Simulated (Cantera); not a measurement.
Input (Python, Cantera) and output of one run.

```python
import numpy as np
import cantera as ct

gas_names = """
    N NO NO2 NO3 N2 N2O O O2 O3 Si SiN SiO SiO2 Si2 Si2N Si3
""".split()
cond_names = """
    Si(cr) Si(L) SiO2(Lqz) SiO2(hqz) SiO2(L) Si2N2O(s) Si3N4(a)
""".split()


# ... load() reads the species with a 1 bar reference pressure and builds the phases ...
atoms = {
    'Si': {'Si': 1},
    'N2O': {'N': 2, 'O': 1},
    'N2': {'N': 2},
}
top_T = {'Si2N2O(s)': 2100, 'Si3N4(a)': 2400}  # K; cautious upper limits of use, not melting points


# ... equilibrate(T, P, feed) seeds the gas with the atoms and calls Mixture.equilibrate('TP', solver="vcs", rtol=1e-11, max_steps=5000) ...
results = []
feed = {'Si': 1, 'N2O': 0.13, 'N2': 280}  # mol
T = 998.15  # K
P = 0.99  # Pa
mix = equilibrate(T, P, feed)
results.append((T, P, feed, dict(zip(mix.species_names, mix.species_moles))))
x = sorted(zip(gas.X, gas.species_names), reverse=True)
print(f"T = {T:g} K  P = {P:g} Pa  gas = {mix.phase_moles(0):.4g} mol")
print("   x: " + "  ".join(f"{s} {v:.3e}" for v, s in x if v > 0.0001))
print("   condensed (mol): " + ("  ".join(f"{mix.phase(i).name} {mix.phase_moles(i):.4g}"
      for i in range(1, mix.n_phases) if mix.phase_moles(i) > 1e-12) or "none"))
```

It prints:

```
T = 998.15 K  P = 0.99 Pa  gas = 279.5 mol
   x: N2 1.000e+00
   condensed (mol): Si2N2O(s) 0.13  Si3N4(a) 0.2467
```

Equilibrium computed with Cantera from the NASA thermochemical tables; the gas is ideal and each condensed phase is pure.
